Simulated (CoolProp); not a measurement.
Computed with CoolProp (reference Helmholtz-energy equation of state, de Reuck 1993).

Task: Give the vapour pressure (bar), liquid density (kg/m³), enthalpy of vaporisation (kJ/kg), vapour Z of saturated methanol at 319.8 K.

Result: 
```
T (K)  p (bar)  liquid density (kg/m³)  enthalpy of vaporisation (kJ/kg)  vapour Z
-----  -------  ----------------------  --------------------------------  --------
319.8    0.481                     766                              1130     0.962
```
